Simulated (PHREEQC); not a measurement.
Model water analysis in mg/L, 20 °C, pH 7.9, pe 2.3:

```json
[
 {"constituent": "Na", "mg/L": "30.3"},
 {"constituent": "K", "mg/L": "21.2"},
 {"constituent": "Ca", "mg/L": "49.8"},
 {"constituent": "Mg", "mg/L": "11.6"},
 {"constituent": "Cl", "mg/L": "40.2"},
 {"constituent": "S(6) as SO4", "mg/L": "116"},
 {"constituent": "Alkalinity as HCO3", "mg/L": "87.1"},
 {"constituent": "F", "mg/L": "0.191"},
 {"constituent": "B", "mg/L": "0.753"},
 {"constituent": "N(-3) as NH4", "mg/L": "0.0753"}
]
```

Valence states are taken as typed.

The numbers come from PHREEQC with the ion-association model, phreeqc.dat.

Task: The ionic strength comes out as 0.00743 mol/kgw. What activity coefficients do Cl-, F-, K+, CO3-2, KSO4- get?

Result: Cl- 0.91, F- 0.91, K+ 0.91, CO3-2 0.71, KSO4- 0.92.

This is a speciation only: nothing precipitates in the calculation. Species that the database lacks are ignored. Real BF4- forms and hydrolyses slowly; the run takes it at equilibrium.
